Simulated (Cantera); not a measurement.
Charge: 1 mol Al, 11 mol NH3, 2.2 mol H2, held at 1600 K and 10000 Pa.

These are equilibrium values from Cantera (NASA tables, ideal gas, pure condensed phases), not measurements of a reactor. Candidate condensed phases: Al, AlN; 13 gas species. The numbers say what is thermodynamically allowed, not how fast it happens.

Base state: H2 0.789, N2 0.211, H 0.000153 (mole fractions); condensed: AlN(s).

### Question
What changes in the equilibrium state with this change: NH3 from 11 to 0.26 mol?

### Answer
```tsv
species	before	after
H2	0.789	0.999
Al	1.03e-7	0.000617
H	0.000153	0.000172
N2	0.211	5.92e-9
AlH	2.43e-8	0.000163
AlN(s), mol	1.000	0.260
Al(l), mol	0	0.738
```
Mutual solubility and eutectic melting of coexisting phases are not modelled.
